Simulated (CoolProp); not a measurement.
The fluid at 489.56 K and 11.2 MPa flows at 1.7 m/s in a round tube of 50 mm bore and 0.25 µm roughness, fully developed (64/Re and Nu = 3.66 if laminar; Colebrook and Gnielinski if turbulent). The same conditions are run with several fluids, on thermodynamics alone (safety and materials aside).

The numbers come from the reference Helmholtz-energy equation of state of each fluid (sulfur hexafluoride: Guder 2009; ethane: Bücker 2006; methane: Setzmann 1991; carbon dioxide: Span 1996; R11: Jacobsen 1992) in CoolProp.

```json
[
 {"fluid": "sulfur hexafluoride", "Reynolds number": "1140000", "Darcy friction factor": "0.0115", "pressure drop (Pa/m)": "154", "heat-transfer coefficient (W/(m² K))": "1170", "mass flow (kg/h)": "5560"},
 {"fluid": "ethane", "Reynolds number": "434000", "Darcy friction factor": "0.0136", "pressure drop (Pa/m)": "36.9", "heat-transfer coefficient (W/(m² K))": "823", "mass flow (kg/h)": "1130"},
 {"fluid": "methane", "Reynolds number": "205000", "Darcy friction factor": "0.0156", "pressure drop (Pa/m)": "19.8", "heat-transfer coefficient (W/(m² K))": "483", "mass flow (kg/h)": "527"},
 {"fluid": "carbon dioxide", "Reynolds number": "434000", "Darcy friction factor": "0.0136", "pressure drop (Pa/m)": "51.5", "heat-transfer coefficient (W/(m² K))": "479", "mass flow (kg/h)": "1580"},
 {"fluid": "R11", "Reynolds number": "797000", "Darcy friction factor": "0.0122", "pressure drop (Pa/m)": "337", "heat-transfer coefficient (W/(m² K))": "2000", "mass flow (kg/h)": "11500"}
]
```

Transport values come from each fluid's own correlations; those of R11 are estimates that may be off by 10 % or more.
